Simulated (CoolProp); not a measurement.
The fluid at 814.83 K and 7.97 MPa flows at 4.9 m/s in a round tube of 2 mm bore and 45 µm roughness, fully developed (64/Re and Nu = 3.66 if laminar; Colebrook and Gnielinski if turbulent). The same conditions are run with several fluids, on thermodynamics alone (safety and materials aside).

Model: reference Helmholtz-energy equation of state of each fluid (oxygen: Schmidt 1985; carbon dioxide: Span 1996; nitrogen: Span 2000; dry air: Lemmon 2000; normal hydrogen: Leachman 2009), in CoolProp. Blends and air are pseudo-pure fits.

```
fluid            Reynolds number  Darcy friction factor  pressure drop (Pa/m)  heat-transfer coefficient (W/(m² K))  mass flow (kg/h)
---------------  ---------------  ---------------------  --------------------  ------------------------------------  ----------------
oxygen                      8250                 0.0550                 12200                                  1430              2.04
carbon dioxide             13900                 0.0534                 16400                                  2330              2.84
nitrogen                    8540                 0.0549                 10500                                  1350              1.77
dry air                     8470                 0.0549                 10900                                  1370              1.84
normal hydrogen             1270                 0.0503                   702                                   722             0.129
```

Above 300 K oxygen's equation is extrapolated.

Transport values come from each fluid's own correlations.
